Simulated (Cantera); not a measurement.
Charge: 1 mol Mg(OH)₂, 0.15 mol H₂, 0.13 mol CO₂, equilibrated at 10.0 mbar.

Cantera equilibrium calculation (NASA polynomials, part measured and part estimated; ideal gas, pure solids and liquids). Candidate condensed phases: C, C₆H₆, C₇H₈, C₈H₁₈, H₂O, Mg, MgCO₃, MgO, Mg(OH)₂; 116 gas species. The numbers say what is thermodynamically allowed, not how fast it happens.

x: gas mole fraction; n: condensed amount in mol.

```tsv
T (K)	x H₂O	x H₂	x CO₂	x CO	x OH	n MgO(s)
798	0.785	0.114	0.0982	0.00333	<1e-12	1.00
898	0.787	0.111	0.0957	0.00583	2.37e-12	1.00
998	0.790	0.108	0.0928	(withheld)	(withheld)	1.00
1098	0.793	0.105	0.0896	0.0120	2.66e-9	1.00
1198	0.796	0.102	0.0864	0.0151	3.74e-8	1.00
1298	0.799	0.0990	0.0834	0.0181	3.52e-7	1.00
1398	0.802	0.0963	0.0806	0.0209	2.41e-6	1.00
1498	0.805	0.0937	0.0781	(withheld)	(withheld)	1.00
1598	0.807	0.0914	0.0758	0.0257	5.53e-5	1.000
1698	0.809	0.0893	0.0738	0.0278	0.000201	1.000
1798	0.809	0.0874	0.0719	0.0296	0.000634	1.000
1898	0.809	0.0857	0.0701	0.0312	0.00177	1.000
1998	0.804	0.0849	0.0681	0.0329	0.00440	1.000
2098	0.790	0.0866	0.0650	0.0352	0.00981	0.999
```

Fill in the missing entries.


- 1498, x CO: 0.0235
- 1498, x OH: 1.28e-5
- 998, x CO: 0.00879
- 998, x OH: 1.12e-10
